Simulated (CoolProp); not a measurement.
Vapour-liquid equilibrium of acetone (1) + toluene (2) at 46.25 °C; x and y are mole fractions of (1).

Computed with CoolProp (multi-fluid Helmholtz-energy mixture model, Lemmon 2006 and Lemmon 2006; pair parameters Bell 2016).

```tsv
x	bubble pressure (MPa)	y at the bubble point	dew pressure at overall composition x (MPa)	liquid density (mol/L)
0.05	0.01622	0.383	0.01096	9.279
0.125	0.02345	0.600	0.01182	9.495
0.2	0.02941	0.702	0.01284	9.722
0.275	0.03449	0.763	0.01404	9.960
0.35	0.03894	0.805	0.01548	10.21
0.425	0.04297	0.837	0.01725	10.47
0.5	0.04675	0.864	0.01946	10.75
0.575	0.05037	0.887	0.02230	11.05
0.65	0.05394	0.908	0.02605	11.36
0.725	0.05752	0.928	0.03117	11.69
0.8	0.06117	0.948	0.03838	12.04
0.875	0.06493	0.967	0.04848	12.42
0.95	0.06884	0.987	0.06160	12.81
```

No azeotrope shows between x = 0.05 and 0.95.

The pair parameters rest on a limited set of measurements; away from them the model extrapolates.
